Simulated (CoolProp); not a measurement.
Isopentane along the isobar 3.76 MPa: density (kg/m³) from the reference equation and from simpler models built on Tc = 187.2 °C, pc = 3.378 MPa, ω = 0.227; each cubic takes its own stable root.

Model: reference Helmholtz-energy equation of state, Lemmon 2006, in CoolProp. It is a short technical equation, of lower accuracy than the large ones.

```csv
T (°C),phase,reference,van der Waals,Redlich-Kwong,Soave-Redlich-Kwong
-25.75,liquid,667.5,415.8,610.4,621.7
-14.35,liquid,657.1,410.4,___,613.0
-3.05,liquid,646.7,404.8,590.8,603.9
8.35,liquid,636.0,399.0,580.3,594.3
19.65,liquid,625.2,___,569.5,584.2
31.05,liquid,614.1,386.8,558.2,573.6
42.35,liquid,602.8,380.4,546.4,___
53.75,liquid,591.0,___,534.0,550.5
65.05,liquid,579.0,366.7,521.1,537.9
76.45,liquid,566.3,359.4,507.3,524.4
87.75,liquid,553.2,351.7,493.0,510.1
99.15,liquid,539.3,343.4,477.6,___
110.45,liquid,524.6,334.7,461.3,478.1
121.85,liquid,508.7,___,443.7,459.8
133.15,liquid,491.5,314.9,424.6,439.9
144.55,liquid,472.3,303.4,403.4,417.5
```

### Question
Some entries are withheld; supply them.

### Answer

- -14.35, Redlich-Kwong: 600.7
- 19.65, van der Waals: 393.1
- 42.35, Soave-Redlich-Kwong: 562.4
- 53.75, van der Waals: 373.7
- 99.15, Soave-Redlich-Kwong: 494.6
- 121.85, van der Waals: 325.2
